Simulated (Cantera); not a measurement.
A closed system holds: 1 mol LiOH, 2.7 mol H2, equilibrated at 1627 °C and 0.0140 bar.

Equilibrium computed with Cantera from the NASA thermochemical tables; the gas is ideal and each condensed phase is pure. Candidate condensed phases: H2O, Li, LiH, LiOH, Li2O; 17 gas species. The numbers say what is thermodynamically allowed, not how fast it happens.

Base state: H2 0.630, LiOH 0.143, H2O 0.110, Li 0.109, H 0.00532, Li2O 0.000933, LiH 0.000454, OH 7.66e-5 (mole fractions); condensed: gas only.

**Question.** What changes in the equilibrium state with this change: pressure from 0.0140 bar to 0.600 bar?

**Answer.** 
```tsv
species	before	after
H2	0.630	0.713
LiOH	0.143	0.180
H2O	0.110	0.0650
Li	0.109	0.0377
Li2(OH)2	5.71e-6	0.000384
OH	7.66e-5	6.48e-6
H	0.00532	0.000865
Li2	4.20e-6	2.14e-5
Li2O(l), mol	0	0.0874
```
